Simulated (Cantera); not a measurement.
An isothermal, constant-pressure homogeneous reactor starts with NO : N2 = 1 : 7.5 (molar parts), at 1600 K and 10.00 Torr. Integrator tolerance rtol = 1e-08.

Detailed kinetics in Cantera: GRI-Mech 3.0 (53 species, 325 reactions). Radical loss at walls, strong at low pressure, is not modelled.

Task: What does this change do: pressure from 10.00 Torr to 353 Torr?

Result: 
```
quantity                                           before                                    after
----------------  ---------------------------------------  ---------------------------------------
x(NO) at 50.0 s     0.117 (gas-phase equilibrium 0.00112)   0.0996 (gas-phase equilibrium 0.00112)
x(NO2) at 50.0 s  3.46e-6 (gas-phase equilibrium 2.73e-7)  5.85e-5 (gas-phase equilibrium 1.62e-6)
x(N2) at 50.0 s       0.883 (gas-phase equilibrium 0.941)      0.891 (gas-phase equilibrium 0.941)
x(O) at 50.0 s    5.14e-6 (gas-phase equilibrium 3.05e-5)  2.12e-6 (gas-phase equilibrium 5.14e-6)
x(O2) at 50.0 s   0.000324 (gas-phase equilibrium 0.0582)   0.00897 (gas-phase equilibrium 0.0583)
x(N2O) at 50.0 s  4.67e-6 (gas-phase equilibrium 8.42e-9)  3.54e-6 (gas-phase equilibrium 5.00e-8)
```

Task: What does this change do: temperature 1600 to 1925 K?

Result: 
```csv
quantity,before,after
x(NO) at 50.0 s,0.117 (gas-phase equilibrium 0.00112),0.0661 (gas-phase equilibrium 0.00352)
x(NO2) at 50.0 s,3.46e-6 (gas-phase equilibrium 2.73e-7),5.18e-6 (gas-phase equilibrium 4.14e-7)
x(N2) at 50.0 s,0.883 (gas-phase equilibrium 0.941),0.908 (gas-phase equilibrium 0.939)
x(O) at 50.0 s,5.14e-6 (gas-phase equilibrium 3.05e-5),0.000531 (gas-phase equilibrium 0.000763)
x(O2) at 50.0 s,0.000324 (gas-phase equilibrium 0.0582),0.0255 (gas-phase equilibrium 0.0567)
x(N2O) at 50.0 s,4.67e-6 (gas-phase equilibrium 8.42e-9),1.48e-6 (gas-phase equilibrium 2.51e-8)
```
